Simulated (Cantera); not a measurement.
A diamond (100) surface in a fixed gas of H2 with x(CH4) = 0.0045, x(H) = 0.016, x(CH3) = 0.00033, at 1100 K; coverages are run to steady state.

Detailed kinetics in Cantera: the Harris–Goodwin 1993 mechanism for the reconstructed diamond (100) surface.

One state of this run: growth (µm/h) = 1.91; θ c6HH = 0.508; θ c6H* = 0.0277; θ c6*H = 0.439; θ c6** = 0.0182; θ c6HM = 0.00494. θ: site fractions in the mechanism's names (c6HH fully hydrogenated, c6H* and c6*H radical sites, c6** diradical, c6HM methylated).

Question: Which value of P (Pa) does it belong to?
A) 570
B) 23000
C) 1100
D) 3700

Answer: C, 1100
